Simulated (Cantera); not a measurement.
A perfectly stirred reactor is fed with 1.96 % CH4, 97.8 % H2, 0.215 % O2, equivalence ratio 250, at 0.0263 atm; it is held at 2525 K, and followed from long to short residence time.

Cantera simulation using GRI-Mech 3.0 (53 species, 325 reactions); the numbers are that mechanism's predictions, not measurements. GRI-Mech 3.0 stops at C3 and has no aromatics, soot or wall deposition, so with more carbon than oxygen in the feed, carbon stays in small species such as C2H2 where larger ones or solid carbon would form. Radical loss at walls, strong at low pressure, is not modelled.

### Question
Predict: x(CH4) at τ = 7.00 s; x(H2) at τ = 7.00 s; x(O2) at τ = 7.00 s; x(CH3) at τ = 7.00 s; x(CH4) at τ = 0.150 s; x(H2) at τ = 0.150 s; x(O2) at τ = 0.150 s; x(CH3) at τ = 0.150 s.

### Answer
```json
{
  "x(CH4) at τ = 7.00 s": "4.04e-6",
  "x(H2) at τ = 7.00 s": "0.834",
  "x(O2) at τ = 7.00 s": "3.03e-9",
  "x(CH3) at τ = 7.00 s": "1.33e-5",
  "x(CH4) at τ = 0.150 s": "9.28e-5",
  "x(H2) at τ = 0.150 s": "0.901",
  "x(O2) at τ = 0.150 s": "2.57e-7",
  "x(CH3) at τ = 0.150 s": "0.000161"
}
```
